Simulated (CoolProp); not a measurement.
Vapour pressure (kPa) of fluoroethane (R161): the reference equation beside estimates from Tc = 375.2 K, pc = 5010 kPa, ω = 0.216. Clausius-Clapeyron is anchored at 302.8 K with a constant enthalpy of vaporisation of 15.94 kJ/mol.

Computed with CoolProp (reference Helmholtz-energy equation of state, Wu 2012).

| T (K) | reference | Clausius-Clapeyron | Soave-Redlich-Kwong |
|---|---|---|---|
| 261.7 | 294.0 | 387.5 | 293.7 |
| 268.5 | 373.6 | 466.5 | 374.1 |
| 275.4 | 470.1 | 557.9 | 471.8 |
| 282.2 | 582.6 | 659.8 | 585.9 |
| 289.1 | 716.2 | 776.0 | 721.6 |
| 295.9 | 869.0 | 903.7 | 877.2 |
| 302.8 | 1047 | 1047 | 1059 |
| 309.6 | 1248 | 1204 | 1264 |
| 316.4 | 1477 | 1375 | 1498 |
| 323.3 | 1738 | 1565 | 1765 |
| 330.1 | 2027 | 1768 | 2061 |
| 337 | 2356 | 1991 | 2396 |
| 343.8 | 2718 | 2229 | 2764 |

Absolute difference from the reference over all 13 rows, mean and median: Clausius-Clapeyron 12.9 and 12.8 %, Soave-Redlich-Kwong 1.0 and 1.1 %.
